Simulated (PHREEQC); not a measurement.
PHREEQC input (Pitzer model, pitzer.dat):

```
SOLUTION 1
  temp 30
  units mol/kgw
  pH 7 charge
  S(6) 0.5563
  K 0.0126
  Cl 0.013
  Na 1.113
END
USE solution 1
INCREMENTAL_REACTIONS false
REACTION 1
  H2O -1
  0 9.886 18.011 24.689 30.178 34.689 38.397 41.444
  43.949 46.007 47.699 49.089 50.232 51.172 51.944 52.578
  53.1 53.528 53.88 54.17 54.408 54.603 54.764 54.896
  55.005 55.094 55.168 55.228 moles
EQUILIBRIUM_PHASES 1
  Arcanite 0 0
  Glaserite 0 0
  Halite 0 0
  Mirabilite 0 0
  Misenite 0 0
  Sylvite 0 0
  Thenardite 0 0
SELECTED_OUTPUT 1
  -reset false
  -pH true
  -pe true
  -ionic_strength true
  -water true
  -activities H2O
  -totals Cl K Na S
  -molalities H+ Na+ K+ Cl- SO4-2 OH- HSO4-
  -equilibrium_phases Arcanite Glaserite Halite Mirabilite Misenite Sylvite Thenardite
PRINT
  -reset false
END
```

Selected output (columns that matter, 19 of 28 rows; water left (kg) added in front):

```
water left (kg)	pH	mu	Cl	K	Na	S	m_H+	m_Na+	m_K+	m_Cl-	la_H2O	Glaserite	Mirabilite	Thenardite
1	7.2898	1.6819	0.013	0.0126	1.113	0.5563	1.1827e-07	1.113	0.0126	0.013	-0.009105	0	0	0
0.675514	7.3087	2.4898	0.019245	0.018652	1.6476	0.82352	1.1709e-07	1.6476	0.018652	0.019245	-0.01302	0	0	0
0.555203	7.3176	3.0293	0.023415	0.022694	2.0047	1.002	1.1421e-07	2.0047	0.022694	0.023415	-0.01561	0	0	0
0.456313	7.3262	3.6858	0.028489	0.027613	2.4391	1.2191	1.0901e-07	2.4391	0.027613	0.028489	-0.018782	0	0	0
0.30824	7.3432	5.4565	0.042175	0.040877	3.6108	1.8048	8.9252e-08	3.6108	0.040877	0.042175	-0.027677	0	0	0
0.208215	7.3615	8.0777	0.062436	0.060514	5.3454	2.6718	5.6409e-08	5.3454	0.060514	0.062436	-0.042339	0	0	0
0.144759	7.3648	8.5842	0.089805	0.087041	5.6657	2.8315	4.9594e-08	5.6657	0.087041	0.089805	-0.045723	0	0.14642	0
0.0839916	7.3666	8.7908	0.15478	0.15002	5.7621	2.8787	4.481e-08	5.7621	0.15002	0.15478	-0.047821	0	0.31452	0
0.017203	7.3972	11	0.75568	0.73243	6.8526	3.4147	1.436e-08	6.8526	0.73243	0.75568	-0.070856	0	0.43193	0.065623
0.017203	7.3972	11	0.75568	0.73243	6.8526	3.4147	1.436e-08	6.8526	0.73243	0.75568	-0.070856	0	0.26073	0.23682
0.017203	7.3972	11	0.75568	0.73243	6.8526	3.4147	1.436e-08	6.8526	0.73243	0.75568	-0.070856	0	0.19733	0.30022
0.017203	7.3972	11	0.75568	0.73243	6.8526	3.4147	1.436e-08	6.8526	0.73243	0.75568	-0.070856	0	0.14513	0.35242
0.017203	7.3972	11	0.75568	0.73243	6.8526	3.4147	1.436e-08	6.8526	0.73243	0.75568	-0.070856	0	0.067134	0.43042
0.017203	7.3972	11	0.75568	0.73243	6.8526	3.4147	1.436e-08	6.8526	0.73243	0.75568	-0.070856	0	0.014334	0.48322
0.0162724	7.3985	11.012	0.7989	0.77432	6.8332	3.4043	1.3741e-08	6.8332	0.77432	0.7989	-0.071557	0	0	0.5009
0.0133718	7.401	11.013	0.9722	0.91113	6.7548	3.3469	1.1985e-08	6.7548	0.91113	0.9722	-0.074128	0.00013885	0	0.51127
0.00902993	7.3692	10.454	1.4397	0.90201	6.5475	3.0049	1.3054e-08	6.5475	0.90201	1.4397	-0.077972	0.001485	0	0.5262
0.00609332	7.3181	9.7309	2.1335	0.89776	6.3007	2.5325	1.4222e-08	6.3007	0.89776	2.1335	-0.084089	0.0023766	0	0.53612
0.00501236	7.2816	9.3276	2.5936	0.90216	6.1808	2.2447	1.4691e-08	6.1808	0.90216	2.5936	-0.088538	0.0026927	0	0.53966
```
